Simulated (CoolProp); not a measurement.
A Linde-Hampson liquefier for CF4 (R14): isothermal reversible compression at 290 K from 1 atm to 15 MPa, throttling to 1 atm, return gas leaving the recuperator 10 K below the feed. Each further row changes one setting.

Values from CoolProp's reference Helmholtz-energy equation of state, Platzer 1990. This equation is an older, rougher fit; its heat capacities, sound speeds and derivatives of the liquid may be far off and weren't checked against measurements.

```tsv
case	liquid yield per pass	compression work (kJ/kg of gas)
as stated	0.252	122
high pressure 30 MPa	0.296	138
warm-end temperature 320 K	0.172	141
warm-end gap 15 K	0.240	122
```
